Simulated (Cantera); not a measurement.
## Si + HBr (silicon etching in halogen gases)

Input: 1 mol Si, a varied amount of HBr, held at 775 K and 4.00 mbar.

Method: chemical equilibrium by Gibbs-energy minimisation in Cantera with the NASA 1993 tables (ideal gas, pure condensed phases). Candidate condensed phases: Br2, Si; 19 gas species. The tables' values for SiBr3 are old estimates; treat these amounts as uncertain. The numbers say what is thermodynamically allowed, not how fast it happens.

```json
[
 {"n(HBr) (mol)": "1.8", "log p HBr": "-4.39", "log p H2": "-2.58", "log p SiBr4": "-2.89", "log p SiHBr3": "-4.53", "log p SiBr3": "-6.37", "log p SiBr2": "-6.49", "n Si(s)": "0.551"},
 {"n(HBr) (mol)": "2.7", "log p HBr": "-4.39", "log p H2": "-2.58", "log p SiBr4": "-2.89", "log p SiHBr3": "-4.53", "log p SiBr3": "-6.37", "log p SiBr2": "-6.49", "n Si(s)": "0.326"},
 {"n(HBr) (mol)": "3.5", "log p HBr": "-4.39", "log p H2": "-2.58", "log p SiBr4": "-2.89", "log p SiHBr3": "-4.53", "log p SiBr3": "-6.37", "log p SiBr2": "-6.49", "n Si(s)": "0.127"},
 {"n(HBr) (mol)": "4.3", "log p HBr": "-3.44", "log p H2": "-2.62", "log p SiBr4": "-2.92", "log p SiHBr3": "-5.55", "log p SiBr3": "-7.37", "log p SiBr2": "-8.46", "n Si(s)": "0"},
 {"n(HBr) (mol)": "5.1", "log p HBr": "-2.97", "log p H2": "-2.71", "log p SiBr4": "-3.01", "log p SiHBr3": "-6.20", "log p SiBr3": "-7.98", "log p SiBr2": "-9.58", "n Si(s)": "0"},
 {"n(HBr) (mol)": "6", "log p HBr": "-2.80", "log p H2": "-2.80", "log p SiBr4": "-3.10", "log p SiHBr3": "-6.55", "log p SiBr3": "-8.28", "log p SiBr2": "-10.10", "n Si(s)": "0"},
 {"n(HBr) (mol)": "6.8", "log p HBr": "-2.71", "log p H2": "-2.86", "log p SiBr4": "-3.16", "log p SiHBr3": "-6.76", "log p SiBr3": "-8.46", "log p SiBr2": "-10.39", "n Si(s)": "0"},
 {"n(HBr) (mol)": "7.6", "log p HBr": "-2.66", "log p H2": "-2.92", "log p SiBr4": "-3.22", "log p SiHBr3": "-6.93", "log p SiBr3": "-8.59", "log p SiBr2": "-10.61", "n Si(s)": "0"},
 {"n(HBr) (mol)": "8.4", "log p HBr": "-2.62", "log p H2": "-2.97", "log p SiBr4": "-3.27", "log p SiHBr3": "-7.06", "log p SiBr3": "-8.71", "log p SiBr2": "-10.78", "n Si(s)": "0"},
 {"n(HBr) (mol)": "9.2", "log p HBr": "-2.60", "log p H2": "-3.01", "log p SiBr4": "-3.31", "log p SiHBr3": "-7.18", "log p SiBr3": "-8.80", "log p SiBr2": "-10.93", "n Si(s)": "0"},
 {"n(HBr) (mol)": "10", "log p HBr": "-2.57", "log p H2": "-3.05", "log p SiBr4": "-3.35", "log p SiHBr3": "-7.28", "log p SiBr3": "-8.88", "log p SiBr2": "-11.05", "n Si(s)": "0"},
 {"n(HBr) (mol)": "11", "log p HBr": "-2.55", "log p H2": "-3.10", "log p SiBr4": "-3.40", "log p SiHBr3": "-7.39", "log p SiBr3": "-8.97", "log p SiBr2": "-11.19", "n Si(s)": "0"}
]
```
log p: log10 of the partial pressure in bar; n: condensed amount in mol.

From 1.8 mol HBr to 3.5 mol HBr the condensed part is Si(s). From 4.3 mol HBr to 11 mol HBr nothing is condensed. The main Si-bearing gas is SiBr4 throughout.
